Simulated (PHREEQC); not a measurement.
Solution (30 °C): 0.0079 mol Na2CO3 per kg of water. Closed to the air; pH follows from the charge balance.

All values are PHREEQC results (ion-association model, wateq4f.dat), not measurements.

The pH is 10.82 and the ionic strength is 0.0203 mol/kgw. The total alkalinity comes out as 15.8 meq/kg.

```tsv
species	molality	activity	log γ
Na+	0.0146	0.0127	-0.060
CO3-2	0.00564	0.00329	-0.234
NaCO3-	0.00115	0.00100	-0.058
OH-	0.00111	0.000960	-0.063
HCO3-	0.00110	0.000963	-0.058
NaHCO3	6.88e-6	6.91e-6	0.002
CO2	3.08e-8	3.09e-8	0.002
```

Precipitation was switched off in this run.
